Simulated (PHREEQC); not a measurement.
Dissolve 0.004 mol HF, 0.19 mol NH4F and 0.00048 mol H2SO4 per kg of water at 25 °C. Closed to the air; pH follows from the charge balance.

All values are PHREEQC results (ion-association model, phreeqc.dat), not measurements.

```tsv
quantity	before	after
pH	4.82	4.71
ionic strength (mol/kgw)	0.190	0.472
F- (mol/kgw)	0.187	0.177
HF (mol/kgw)	0.00289	0.00295
HF2- (mol/kgw)	0.00206	0.00195
SO4-2 (mol/kgw)	0.000288	0.0812
```

Q: Which change was made?
(A) 0.13 mol/kgw Na2SO4 added
(B) H2SO4 replaced by NaHSO4 at the same molality
(C) H2SO4 from 0.00048 to 0.0024 mol/kgw
(D) diluted 2-fold with water
(E) NH4F from 0.19 to 0.95 mol/kgw

A: A, 0.13 mol/kgw Na2SO4 added

Precipitation was switched off in this run.
